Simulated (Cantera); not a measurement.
An isothermal, constant-pressure homogeneous reactor starts with CH4 : H2 = 1 : 49 (molar parts), at 1950 K and 760 Torr.

Detailed kinetics in Cantera: GRI-Mech 3.0 (53 species, 325 reactions). GRI-Mech 3.0 stops at C3 and has no aromatics, soot or wall deposition, so with more carbon than oxygen in the feed, carbon stays in small species such as C2H2 where larger ones or solid carbon would form.

x: mole fraction; the columns are a selection and need not sum to one.

```tsv
t (s)	x CH4	x H2	x CH3	x CH2	x C2H6	x C2H2
2.00e-5	0.0199	0.980	0.000102	3.15e-8	?	1.37e-8
4.33e-5	0.0198	0.979	0.000206	1.30e-7	?	4.48e-7
9.38e-5	0.0196	0.979	0.000350	3.73e-7	?	1.06e-5
0.000203	0.0193	0.979	0.000425	5.56e-7	3.03e-6	9.57e-5
0.000440	0.0188	0.979	0.000421	5.61e-7	2.96e-6	0.000345
0.000953	0.0178	0.980	0.000399	5.34e-7	?	0.000851
0.00206	0.0159	0.981	0.000358	4.83e-7	?	0.00178
0.00447	0.0130	0.982	0.000293	4.00e-7	?	0.00325
0.00969	0.00929	0.984	0.000211	2.92e-7	?	0.00509
0.0210	0.00582	0.986	0.000133	1.87e-7	?	0.00681
0.0454	0.00342	0.987	7.81e-5	1.12e-7	?	0.00801
0.0984	0.00225	0.988	5.14e-5	7.43e-8	?	0.00859
0.213	0.00194	0.988	4.45e-5	6.44e-8	4.97e-8	0.00874
0.462	0.00193	0.988	4.41e-5	6.38e-8	4.91e-8	0.00875
1.00	0.00193	0.988	4.41e-5	6.38e-8	4.91e-8	0.00875
```

Task: Complete the blanks.

Result: 
- 2.00e-5, x C2H6: 1.90e-7
- 4.33e-5, x C2H6: 8.52e-7
- 9.38e-5, x C2H6: 2.22e-6
- 0.000953, x C2H6: 2.65e-6
- 0.00206, x C2H6: 2.14e-6
- 0.00447, x C2H6: 1.43e-6
- 0.00969, x C2H6: 7.43e-7
- 0.0210, x C2H6: 3.03e-7
- 0.0454, x C2H6: 1.16e-7
- 0.0984, x C2H6: 6.03e-8
